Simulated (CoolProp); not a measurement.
Vapour-liquid equilibrium of fluoroethane (R161) (1) + R227EA (2) at 312.3 K; x and y are mole fractions of (1).

Computed with CoolProp (multi-fluid Helmholtz-energy mixture model, Wu 2012 and Lemmon 2016; pair parameters Bell 2016).

Question: Give the bubble pressure and the first vapour's composition at x = 0.5, 0.65, 0.8. Is there an azeotrope?

Answer: x = 0.5: 0.8966 MPa, y = 0.639; x = 0.65: 1.018 MPa, y = 0.782; x = 0.8: 1.151 MPa, y = 0.891. No azeotrope shows between x = 0.05 and 0.95.

Pair parameters are fitted to limited data, so mixtures are less certain than the pure fluids.
